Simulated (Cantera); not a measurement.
Feed: 1 mol Si, 0.8 mol HCl, 7.3 mol H₂, at 1448 K and 218 Torr.

Method: chemical equilibrium by Gibbs-energy minimisation in Cantera with the NASA 1993 tables (ideal gas, pure condensed phases). Candidate condensed phases: Si; 19 gas species. The tables' values for SiCl₃ are old estimates; treat these amounts as uncertain. The numbers say what is thermodynamically allowed, not how fast it happens.

Base state: H₂ 0.921, HCl 0.0623, SiCl₂ 0.0130, SiCl₃ 0.00160, SiHCl₃ 0.000915, SiCl₄ 0.000723, SiH₂Cl₂ 0.000179, H 1.64e-5 (mole fractions); condensed: Si(s).

Question: What changes in the equilibrium state with this change: pressure from 218 Torr to 435 Torr?

Answer: 
| species | before | after |
|---|---|---|
| H₂ | 0.921 | 0.924 |
| HCl | 0.0623 | 0.0595 |
| SiCl₂ | 0.0130 | 0.0118 |
| SiH₃Cl | 1.02e-5 | 1.95e-5 |
| SiH₂Cl₂ | 0.000179 | 0.000326 |
| Si(s), mol | 0.868 | 0.864 |
